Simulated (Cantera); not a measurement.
An isothermal, constant-pressure homogeneous reactor starts with 3.57 % NO, 96.4 % N2, at 1723 K and 1280 Torr.

Computed with Cantera and GRI-Mech 3.0 (53 species, 325 reactions).

x: mole fraction; the columns are a selection and need not sum to one.

```
t (s)       x NO      x O2    x NO2    x N2O      x O
--------  ------  --------  -------  -------  -------
5.00e-5   0.0357  4.82e-12  3.46e-9  1.21e-8      ___
0.000169  0.0357  3.91e-11  2.48e-8  3.98e-8      ___
0.000574  0.0357  2.93e-10  1.22e-7  1.23e-7      ___
0.00195   0.0357   3.70e-9  5.32e-7  3.15e-7      ___
0.00660   0.0357   1.03e-7  2.20e-6  5.10e-7      ___
0.0224    0.0357   2.37e-6  5.25e-6  5.42e-7      ___
0.0758    0.0357   1.59e-5  5.84e-6  5.43e-7  8.69e-7
0.257     0.0356   6.28e-5  6.17e-6  5.41e-7  9.19e-7
0.871     0.0353  0.000221  7.14e-6  5.33e-7      ___
2.95      0.0342  0.000749  9.52e-6  5.08e-7      ___
10.0      0.0309   0.00241  1.35e-5  4.30e-7      ___
```

Q: Some entries are withheld; supply them.

A: 
- 5.00e-5, x O: 8.88e-9
- 0.000169, x O: 1.81e-8
- 0.000574, x O: 3.54e-8
- 0.00195, x O: 1.00e-7
- 0.00660, x O: 3.47e-7
- 0.0224, x O: 7.85e-7
- 0.871, x O: 1.07e-6
- 2.95, x O: 1.47e-6
- 10.0, x O: 2.30e-6
